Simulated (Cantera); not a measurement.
An adiabatic, constant-pressure homogeneous reactor starts with H2 : O2 : N2 : H2O = 1 : 0.25 : 0.94 : 0.17 (molar parts), at 1675 K and 750 Torr. Integrator tolerance rtol = 1e-08.

Model: the H2/O2 subset of GRI-Mech 3.0, which has no nitrogen chemistry, integrated in Cantera.

| quantity | before | after |
|---|---|---|
| time of steepest temperature rise | 9.16 µs | 13.2 µs |
| temperature at 0.100 s | 2783 K | 2731 K |
| equilibrium temperature | 2783 K | 2731 K |
| x(H2) at 0.100 s | 0.222 (gas-phase equilibrium 0.222) | 0.224 (gas-phase equilibrium 0.224) |
| x(O2) at 0.100 s | 0.000734 (gas-phase equilibrium 0.000734) | 0.000492 (gas-phase equilibrium 0.000492) |
| x(H2O) at 0.100 s | 0.293 (gas-phase equilibrium 0.293) | 0.298 (gas-phase equilibrium 0.298) |
| x(O) at 0.100 s | 0.00138 (gas-phase equilibrium 0.00138) | 0.000916 (gas-phase equilibrium 0.000916) |
| x(HO2) at 0.100 s | 6.81e-7 (gas-phase equilibrium 6.81e-7) | 4.55e-7 (gas-phase equilibrium 4.55e-7) |
| x(H) at 0.100 s | 0.0366 (gas-phase equilibrium 0.0366) | 0.0304 (gas-phase equilibrium 0.0304) |

### Question
Name the change that produced these shifts.
(A) pressure from 750 Torr to 2480 Torr
(B) initial temperature 1675 to 1550 K
(C) H2 1 to 0.35 parts
(D) initial temperature 1675 to 1100 K

### Answer
B, initial temperature 1675 to 1550 K
